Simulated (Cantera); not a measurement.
# Premixed flame

A freely propagating, adiabatic, planar premixed flame of 7.61 % CH₄, 0.731 % H₂, 19.3 % O₂, 72.4 % N₂, equivalence ratio 0.81, unburnt at 700 K and 4.93 atm; multicomponent+Soret transport, grid criteria slope 0.08 and curve 0.16, no radiation.

Computed with Cantera and GRI-Mech 3.0 (53 species, 325 reactions). Burning velocities carry a grid error of a few per cent, more on coarse grids.

| z (mm) | T (K) | u (m/s) | x CH₄ | x H₂ | x O₂ | x C₂H₂ | x H₂O₂ | x NO₂ |
|---|---|---|---|---|---|---|---|---|
| -0.293 | 701 | 0.902 | 0.0761 | 0.00729 | 0.193 | <1e-8 | 6.49e-8 | <1e-8 |
| -0.195 | 706 | 0.909 | 0.0755 | 0.00729 | 0.192 | 7.74e-8 | 7.97e-7 | <1e-8 |
| -0.146 | 720 | 0.927 | 0.0743 | 0.00732 | 0.191 | 3.27e-7 | 2.83e-6 | 3.14e-8 |
| -0.0975 | 788 | 1.02 | 0.0692 | 0.00755 | 0.187 | 2.10e-6 | 1.32e-5 | 1.52e-7 |
| -0.0488 | 1122 | 1.46 | 0.0485 | 0.00876 | 0.157 | 1.70e-5 | 4.62e-5 | 3.36e-7 |
| -0.0244 | 1477 | 1.93 | 0.0266 | 0.00977 | 0.121 | 4.32e-5 | 2.26e-5 | 1.58e-7 |
| 0 | 1837 | 2.41 | 0.00578 | 0.00906 | 0.0787 | 6.42e-5 | 2.82e-6 | 3.45e-8 |
| 0.0244 | 2003 | 2.62 | 0.000305 | 0.00598 | 0.0558 | 6.92e-6 | 1.01e-6 | 2.21e-8 |
| 0.0488 | 2075 | 2.70 | 8.95e-6 | 0.00449 | 0.0483 | 1.49e-7 | 7.78e-7 | 2.84e-8 |
| 0.0975 | 2158 | 2.80 | 1.43e-8 | 0.00341 | 0.0433 | <1e-8 | 5.85e-7 | 3.88e-8 |
| 0.195 | 2233 | 2.88 | <1e-8 | 0.00213 | 0.0402 | <1e-8 | 4.18e-7 | 5.40e-8 |
| 0.390 | 2279 | 2.93 | <1e-8 | 0.00118 | 0.0386 | <1e-8 | 3.28e-7 | 6.58e-8 |
| 0.780 | 2296 | 2.95 | <1e-8 | 0.000807 | 0.0380 | <1e-8 | 3.04e-7 | 8.02e-8 |
x: mole fraction of selected species; z is measured from the peak of heat release.

```yaml
laminar_burning_velocity: 90.1 cm/s
thermal_thickness: 0.0975 mm
peak x(C₂H₂): 6.91e-5
peak x(H₂O₂): 4.67e-5
grid_points: 133
```
